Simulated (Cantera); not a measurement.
A perfectly stirred reactor is fed with 79.4 % NH3, 20.6 % N2, at 0.0263 atm; it is held at 2325 K, and followed from long to short residence time.

Detailed kinetics in Cantera: the gas-phase N/H chemistry of the illustrative SiF4/NH3 mechanism in the Surface Chemkin manual (1991). Walls and surfaces, which speed up NH3 decomposition in real reactors, are not modelled.

x: mole fraction; the columns are a selection and need not sum to one.

```json
[
 {"τ (s)": "17", "x NH3": "6.77e-5", "x N2H4": "<1e-12", "x N2H2": "3.00e-9", "x NH": "1.79e-5", "x H": "0.0397"},
 {"τ (s)": "4.1", "x NH3": "0.00308", "x N2H4": "1.92e-11", "x N2H2": "8.38e-8", "x NH": "3.19e-5", "x H": "0.00817"},
 {"τ (s)": "1.0", "x NH3": "[?]", "x N2H4": "2.57e-10", "x N2H2": "[?]", "x NH": "[?]", "x H": "[?]"},
 {"τ (s)": "0.24", "x NH3": "[?]", "x N2H4": "[?]", "x N2H2": "[?]", "x NH": "[?]", "x H": "[?]"},
 {"τ (s)": "0.059", "x NH3": "0.309", "x N2H4": "7.26e-9", "x N2H2": "8.42e-6", "x NH": "9.96e-5", "x H": "0.000977"},
 {"τ (s)": "0.014", "x NH3": "0.581", "x N2H4": "1.94e-8", "x N2H2": "1.92e-5", "x NH": "0.000104", "x H": "0.000379"},
 {"τ (s)": "0.0035", "x NH3": "0.730", "x N2H4": "3.06e-8", "x N2H2": "2.43e-5", "x NH": "7.90e-5", "x H": "0.000117"}
]
```

Task: Fill in the missing entries.

Result: 
- 1.0, x NH3: 0.0272
- 1.0, x N2H2: 5.42e-7
- 1.0, x NH: 4.74e-5
- 1.0, x H: 0.00330
- 0.24, x NH3: 0.109
- 0.24, x N2H4: 1.67e-9
- 0.24, x N2H2: 2.43e-6
- 0.24, x NH: 7.32e-5
- 0.24, x H: 0.00188
